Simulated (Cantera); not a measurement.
A closed system holds: 1 mol S, 0.007 mol SO2, 1.1 mol H2, at 1648 K and 1950 Torr.

These are equilibrium values from Cantera (NASA tables, ideal gas, pure condensed phases), not measurements of a reactor. Candidate condensed phases: H2O, H2SO4, S; 19 gas species. Rates play no part.

Base state: H2S 0.452, H2 0.375, S2 0.156, H2O 0.0107, SH 0.00668, S 4.76e-5, H 3.38e-5, S2O 1.65e-5 (mole fractions); condensed: gas only.

### Question
What changes in the equilibrium state with this change: SO2 from 0.007 to 0.026 mol?

### Answer
| species | before | after |
|---|---|---|
| H2S | 0.452 | 0.437 |
| H2 | 0.375 | 0.352 |
| S2 | 0.156 | 0.166 |
| H2O | 0.0107 | 0.0391 |
| SO2 | 1.16e-6 | 1.83e-5 |
| S2O | 1.65e-5 | 6.85e-5 |
| SO | 1.10e-5 | 4.42e-5 |

### Question
What changes in the equilibrium state with this change: H2 from 1.1 to 4.6 mol?

### Answer
| species | before | after |
|---|---|---|
| H2 | 0.375 | 0.787 |
| H2S | 0.452 | 0.201 |
| S2 | 0.156 | 0.00702 |
| H2O | 0.0107 | 0.00302 |
| S2O | 1.65e-5 | 1.00e-7 |
| SO | 1.10e-5 | 3.14e-7 |
| S | 4.76e-5 | 1.01e-5 |
| SH | 0.00668 | 0.00205 |
| H | 3.38e-5 | 4.90e-5 |

### Question
What changes in the equilibrium state with this change: H2 from 1.1 to 9.8 mol?

### Answer
```
species   before     after
-------  -------  --------
H2         0.375     0.897
H2S        0.452    0.0990
H2O       0.0107   0.00143
S2         0.156   0.00131
S2O      1.65e-5   7.73e-9
SO       1.10e-5   5.61e-8
S        4.76e-5   4.36e-6
SH       0.00668  0.000947
H        3.38e-5   5.23e-5
```
